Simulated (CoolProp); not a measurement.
Aqueous potassium formate as a coolant, 13 % by mass, freezing at -6.7 °C, 1 atm.

Values from CoolProp's Melinder's fits for secondary coolants.

| T (°C) | cp (kJ/(kg K)) | conductivity (W/(m K)) | Prandtl number | density (kg/m³) |
|---|---|---|---|---|
| -1.5 | 3.690 | 0.543 | 14.6 | 1083 |
| 8.8 | 3.695 | 0.557 | 10.6 | 1081 |
| 19 | 3.701 | 0.571 | 8.09 | 1078 |
| 29.3 | 3.708 | 0.585 | 6.35 | 1075 |
| 39.5 | 3.716 | 0.598 | 5.09 | 1072 |
